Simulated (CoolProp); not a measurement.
Vapour-liquid equilibrium of propylene (1) + propane (2) at 173.2 K; x and y are mole fractions of (1).

Computed with CoolProp (multi-fluid Helmholtz-energy mixture model, Lemmon 2013 and Lemmon 2009; pair parameters Bell 2016).

| x | bubble pressure (MPa) | y at the bubble point | dew pressure at overall composition x (MPa) | liquid density (mol/L) |
|---|---|---|---|---|
| 0.05 | 0.003003 | 0.078 | 0.002969 | 14.66 |
| 0.125 | 0.003130 | 0.184 | 0.003058 | 14.75 |
| 0.2 | 0.003246 | 0.277 | 0.003150 | 14.85 |
| 0.275 | 0.003354 | 0.362 | 0.003243 | 14.94 |
| 0.35 | 0.003453 | 0.440 | 0.003338 | 15.04 |
| 0.425 | 0.003544 | 0.513 | 0.003433 | 15.14 |
| 0.5 | 0.003628 | 0.581 | 0.003528 | 15.24 |
| 0.575 | 0.003705 | 0.646 | 0.003621 | 15.34 |
| 0.65 | 0.003776 | 0.709 | 0.003709 | 15.45 |
| 0.725 | 0.003841 | 0.771 | 0.003793 | 15.55 |
| 0.8 | 0.003900 | 0.833 | 0.003869 | 15.66 |
| 0.875 | 0.003953 | 0.894 | 0.003937 | 15.77 |
| 0.95 | 0.004001 | 0.957 | 0.003996 | 15.88 |

No azeotrope shows between x = 0.05 and 0.95.

Pair parameters are fitted to limited data, so mixtures are less certain than the pure fluids.
